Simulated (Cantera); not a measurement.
# Reactions in the system C-H-Ni-S

Cantera with NASA thermochemical tables; ideal gases at 1 bar, condensed phases pure. Values are per mole of reaction as written; species without (g) are pure solids or liquids, kept so even where they would boil at 1 bar.

2 CH3(g) + 7 NiS ⇌ 7 Ni + 2 CS2(g) + 3 H2S(g)

| T (K) | ΔH° (kJ) | ΔS° (J/K) | ΔG° (kJ) | log10 K | condensed phases |
|---|---|---|---|---|---|
| 300 | 493.6 | 543.3 | 330.6 | -57.57 | NiS(s), Ni(s) |
| 700 | 439.5 | 453.4 | 122.1 | -9.11 | NiS(s), Ni(s) |
| 900 | 429.3 | 440.7 | 32.6 | -1.89 | NiS(s), Ni(s) |
| 1100 | 413.3 | 424.8 | -53.9 | 2.56 | NiS(s), Ni(s) |
| 1300 | 179.1 | 236.6 | -128.5 | 5.16 | NiS(l), Ni(s) |
| 1500 | 149.2 | 215.2 | -173.6 | 6.04 | NiS(l), Ni(s) |
| 1700 | 122.2 | 198.3 | -214.9 | 6.60 | NiS(l), Ni(s) |
| 1900 | 217.7 | 254.1 | -265.1 | 7.29 | NiS(l), Ni(l) |
| 2100 | 193.2 | 241.8 | -314.7 | 7.83 | NiS(l), Ni(l) |
